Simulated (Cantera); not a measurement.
**Adiabatic ignition**

An adiabatic, constant-volume homogeneous reactor starts with 3.81 % CH₄, 8.57 % O₂, 82.3 % N₂, 5.33 % H₂, at 1700 K and 1430 Torr.

Model: GRI-Mech 3.0 (53 species, 325 reactions), integrated in Cantera.

```tsv
t (s)	T (K)	P (bar)	x CH₄	x O₂	x C₂H₂	x HCN	x CO	x C₂H₆
8.00e-6	1700	1.90	0.0380	0.0857	1.89e-11	<1e-12	1.18e-7	1.10e-7
2.64e-5	1715	1.92	0.0346	0.0833	2.18e-6	2.77e-9	0.000412	0.000219
8.69e-5	2539	2.87	<1e-12	0.00535	<1e-12	1.57e-10	0.0233	<1e-12
0.000287	2698	3.02	<1e-12	0.00231	<1e-12	1.20e-9	0.0215	<1e-12
0.000945	2703	3.02	<1e-12	0.00194	<1e-12	2.36e-9	0.0215	<1e-12
0.00312	2697	3.01	<1e-12	0.00178	<1e-12	3.38e-9	0.0217	<1e-12
0.0103	2696	3.01	<1e-12	0.00176	<1e-12	3.49e-9	0.0218	<1e-12
0.0339	2696	3.01	<1e-12	0.00176	<1e-12	3.49e-9	0.0218	<1e-12
0.112	2696	3.01	<1e-12	0.00176	<1e-12	3.49e-9	0.0218	<1e-12
0.368	2696	3.01	<1e-12	0.00176	<1e-12	3.49e-9	0.0218	<1e-12
1.21	2696	3.01	<1e-12	0.00176	<1e-12	3.49e-9	0.0218	<1e-12
4.00	2696	3.01	<1e-12	0.00176	<1e-12	3.49e-9	0.0218	<1e-12
```
x: mole fraction; the columns are a selection and need not sum to one.

* **time of steepest temperature rise**: 43.7 µs
* **temperature at 4.00 s**: 2696 K
* **equilibrium temperature**: 2696 K
* **x(CH₄) at 4.00 s**: <1e-12 (gas-phase equilibrium <1e-12)
* **x(O₂) at 4.00 s**: 0.00176 (gas-phase equilibrium 0.00176)
* **x(C₂H₂) at 4.00 s**: <1e-12 (gas-phase equilibrium <1e-12)
